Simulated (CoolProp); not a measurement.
Values from CoolProp's reference Helmholtz-energy equation of state, Lemmon 2006. It is a short technical equation, of lower accuracy than the large ones.

**Question.** For nitrous oxide, give the phase and the density (kg/m³), Joule-Thomson coefficient (K/MPa), isothermal compressibility (1/MPa), expansivity (1/kK) at 342.1 K and 20300 kPa; 349.3 K and 20300 kPa; 363.7 K and 20300 kPa.

**Answer.** 
- 342.1 K and 20300 kPa: supercritical; density 696, Joule-Thomson coefficient 1.05, isothermal compressibility 0.0217, expansivity 7.90
- 349.3 K and 20300 kPa: supercritical; density 655, Joule-Thomson coefficient 1.29, isothermal compressibility 0.0270, expansivity 8.63
- 363.7 K and 20300 kPa: supercritical; density 574, Joule-Thomson coefficient 1.79, isothermal compressibility 0.0389, expansivity 9.59
